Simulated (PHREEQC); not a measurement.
Dissolve 0.21 mol CuCl2 and 0.0083 mol HBF4 per kg of water at 5 °C. Closed to the air; pH follows from the charge balance.

Model: ion-association model, phreeqc.dat, run in PHREEQC.

Precipitation was switched off in this run.

Task: Order these F species by the share of F that they hold, largest first: CuF+, BF3OH-, HF, F-, BF4-.

Result: BF4- (82 %), HF (9.4 %), BF3OH- (4.3 %), F- (2.4 %), CuF+ (1.4 %)

Task: Order these B species by the share of B that they hold, largest first: BF2(OH)2-, BF3OH-, BF4-, H3BO3.

Result: BF4- (82 %), H3BO3 (11 %), BF3OH- (5.8 %), BF2(OH)2- (1.0 %)

The pH is 2.18 and the ionic strength 0.599 mol/kgw. Complexes and solids missing from the database can't appear. Constants without temperature data keep their 25 °C values here. Real BF4- forms and hydrolyses slowly; the run takes it at equilibrium.
